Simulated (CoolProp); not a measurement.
Properties of sulfur hexafluoride at several states (Tc = 45.6 °C, pc = 3.755 MPa, ω = 0.210).

Values from CoolProp's reference Helmholtz-energy equation of state, Guder 2009.

```tsv
T (°C)	p (MPa)	phase	cp (kJ/(kg K))	Joule-Thomson coefficient (K/MPa)	fugacity coefficient
218.75	6.04	supercritical	(withheld)	(withheld)	0.9050
251.15	0.446	gas	(withheld)	(withheld)	0.9942
28.15	5.72	liquid	1.118	0.5080	(withheld)
351.75	1.46	gas	(withheld)	1.363	0.9941
82.75	17.3	supercritical	1.066	(withheld)	(withheld)
-30.05	21.3	liquid	0.8344	-0.3146	0.04748
```

Question: Some entries are withheld; supply them.

Answer: 
- 218.75, cp (kJ/(kg K)): 0.9440
- 218.75, Joule-Thomson coefficient (K/MPa): 2.414
- 251.15, cp (kJ/(kg K)): 0.8977
- 251.15, Joule-Thomson coefficient (K/MPa): 2.177
- 28.15, fugacity coefficient: 0.3706
- 351.75, cp (kJ/(kg K)): 0.9493
- 82.75, Joule-Thomson coefficient (K/MPa): 0.3883
- 82.75, fugacity coefficient: 0.3904
